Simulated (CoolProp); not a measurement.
Saturation properties of isopentane.

Model: reference Helmholtz-energy equation of state, Lemmon 2006, in CoolProp. It is a short technical equation, of lower accuracy than the large ones.

```json
[
 {"T (°C)": "76.05", "p (kPa)": "415.3", "vapour density (kg/m³)": "11.69", "liquid conductivity (mW/(m K))": "86.6"},
 {"T (°C)": "86.45", "p (kPa)": "533.2", "vapour density (kg/m³)": "14.96", "liquid conductivity (mW/(m K))": "83.5"},
 {"T (°C)": "96.85", "p (kPa)": "674.4", "vapour density (kg/m³)": "?", "liquid conductivity (mW/(m K))": "80.3"},
 {"T (°C)": "107.35", "p (kPa)": "843.3", "vapour density (kg/m³)": "23.84", "liquid conductivity (mW/(m K))": "77.1"},
 {"T (°C)": "117.75", "p (kPa)": "1040", "vapour density (kg/m³)": "29.77", "liquid conductivity (mW/(m K))": "74.0"},
 {"T (°C)": "128.15", "p (kPa)": "1268", "vapour density (kg/m³)": "37.05", "liquid conductivity (mW/(m K))": "?"},
 {"T (°C)": "138.55", "p (kPa)": "?", "vapour density (kg/m³)": "46.11", "liquid conductivity (mW/(m K))": "67.6"},
 {"T (°C)": "148.95", "p (kPa)": "1835", "vapour density (kg/m³)": "57.60", "liquid conductivity (mW/(m K))": "64.5"},
 {"T (°C)": "159.35", "p (kPa)": "2182", "vapour density (kg/m³)": "72.71", "liquid conductivity (mW/(m K))": "61.6"},
 {"T (°C)": "169.75", "p (kPa)": "2577", "vapour density (kg/m³)": "93.98", "liquid conductivity (mW/(m K))": "59.1"}
]
```

Task: Some entries are withheld; supply them.

Result: 
- 96.85, vapour density (kg/m³): 18.94
- 128.15, liquid conductivity (mW/(m K)): 70.8
- 138.55, p (kPa): 1532

It boils at 27.8 °C under 1 atm.

Thermal conductivity comes from a separate model (Vassiliou 2015).
